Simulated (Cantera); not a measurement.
Input: 1 mol SiHCl3, 0.021 mol HCl, 84 mol N2, equilibrated at 0.100 bar.

Cantera equilibrium calculation (NASA polynomials, part measured and part estimated; ideal gas, pure solids and liquids). Candidate condensed phases: NH4Cl, Si, Si3N4; 28 gas species. N2 is the only nitrogen source here; it is nearly inert below about 1500 K, so the nitride shown seldom forms there in practice. Kinetics and transport are ignored.

Question: What share of the Si ends up in condensed phases as a function of T (K), at 1398, 1423, 1448, 1473, 1498, 1523, 1548, 1573?

Answer: 
| T (K) | Si condensed (%) | as |
|---|---|---|
| 1398 | 40.0 | Si3N4(s) |
| 1423 | 37.0 | Si3N4(s) |
| 1448 | 33.3 | Si3N4(s) |
| 1473 | 28.8 | Si3N4(s) |
| 1498 | 23.8 | Si3N4(s) |
| 1523 | 18.5 | Si3N4(s) |
| 1548 | 13.3 | Si3N4(s) |
| 1573 | 8.5 | Si3N4(s) |
